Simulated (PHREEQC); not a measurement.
A column of 0.1 m (40 cells, dispersivity 0.008 m, 3600 s a shift, diffusion coefficient 3e-10 m²/s) holds 0.38 eq of the database's cation exchanger X per kg of pore water, first in equilibrium with 3.9 mmol/kgw ZnCl2, 29 mmol/kgw LiCl, 5 mmol/kgw KCl and 0.01 mmol/kgw HCl. It is flushed with 0.096 mol/kgw ZnCl2, 0.0038 mol/kgw KBr and 1e-05 mol/kgw HCl, at 25 °C. Values are for the last cell. No CO2 enters from the air. No solid was allowed to form.

Computed with PHREEQC (ion-association model, phreeqc.dat).

Predict Br in solution (mol/kgw), Li in solution (mol/kgw), Zn in solution (mol/kgw) at pore volumes = 0.2125, 1.212, 1.413, 3.212.


```json
[
 {"pore volumes": "0.2125", "Br in solution (mol/kgw)": "5.20e-8", "Li in solution (mol/kgw)": "0.0290", "Zn in solution (mol/kgw)": "0.00390"},
 {"pore volumes": "1.212", "Br in solution (mol/kgw)": "0.00286", "Li in solution (mol/kgw)": "0.0501", "Zn in solution (mol/kgw)": "0.0456"},
 {"pore volumes": "1.413", "Br in solution (mol/kgw)": "0.00326", "Li in solution (mol/kgw)": "0.0382", "Zn in solution (mol/kgw)": "0.0588"},
 {"pore volumes": "3.212", "Br in solution (mol/kgw)": "0.00380", "Li in solution (mol/kgw)": "0.000950", "Zn in solution (mol/kgw)": "0.0911"}
]
```
